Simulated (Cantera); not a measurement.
A Cantera script and what it prints.

```python
import numpy as np
import cantera as ct

gas_names = [...]  # 109 gases of nasa_gas.yaml made of C, Cl, H, Si
cond_names = """
    C(gr) C6H6(L) C7H8(L) C8H18(L),n-octa Si(cr) Si(L) SiC(b)
""".split()


# ... load() reads the species with a 1 bar reference pressure and builds the phases ...
atoms = {
    '(CH3)2SiCl2': {'C': 2, 'H': 6, 'Si': 1, 'CL': 2},
    'C3H8': {'C': 3, 'H': 8},
    'H2': {'H': 2},
}
top_T = {'C(gr)': 4500, 'SiC(b)': 3050}  # K; cautious upper limits of use, not melting points


# ... equilibrate(T, P, feed) seeds the gas with the atoms and calls Mixture.equilibrate('TP', solver="vcs", rtol=1e-11, max_steps=5000) ...
results = []
feed = {'(CH3)2SiCl2': 1, 'C3H8': 0.0036, 'H2': 64}  # mol
T = 1000  # K
for P in [100, 220, 460, 1000, 2200, 4600, 10000, 22000, 46000, 100000]:
    mix = equilibrate(T, P, feed)
    results.append((T, P, feed, dict(zip(mix.species_names, mix.species_moles))))

top = {s: max(r[3][s] / sum(r[3][g] for g in gas_names) for r in results) for s in gas_names}
cols = sorted((s for s in top if top[s] > 0.0001), key=lambda s: -top[s])[:5]
seen = [c for c in cond_names if any(r[3].get(c, 0) > 1e-12 for r in results)]
print("log10 of partial pressures in bar; condensed amounts in mol")
print(f"{'P/Pa':>10s}" + "".join(f"{s[:9]:>10s}" for s in cols + seen))
for T, P, feed, n in results:
    ng = sum(n[g] for g in gas_names)
    print(f"{P:10.4g}" + "".join(f"{np.log10(max(n[s] / ng * P / 1e5, 1e-99)):10.3f}" for s in cols)
          + "".join(f"{n.get(c, 0):10.4g}" for c in seen))
```

It prints:

```
log10 of partial pressures in bar; condensed amounts in mol
      P/Pa        H2       HCL       CH4     SiCL4    SiHCL3     C(gr)    SiC(b)
       100    -3.013    -4.532    -7.046    -8.841    -9.474     1.005    0.9998
       220    -2.671    -4.189    -6.361    -8.156    -8.789    0.9977    0.9997
       460    -2.350    -3.869    -5.721    -7.516    -8.149    0.9833    0.9994
      1000    -2.013    -3.532    -5.047    -6.842    -7.475    0.9511    0.9987
      2200    -1.671    -3.191    -4.363    -6.159    -6.792    0.8797    0.9973
      4600    -1.352    -2.872    -3.724    -5.522    -6.155    0.7384    0.9944
     1e+04    -1.017    -2.537    -3.054    -4.856    -5.488     0.427    0.9882
   2.2e+04    -0.677    -2.207    -2.466    -4.121    -4.743         0    0.9711
   4.6e+04    -0.356    -1.933    -2.124    -3.366    -3.941         0    0.9198
     1e+05    -0.018    -1.682    -1.754    -2.736    -3.224         0    0.8354
```

Method: chemical equilibrium by Gibbs-energy minimisation in Cantera with the NASA 1993 tables (ideal gas, pure condensed phases). The feed counts by its element totals alone. The tables' values for SiCl3 are old estimates; treat these amounts as uncertain.
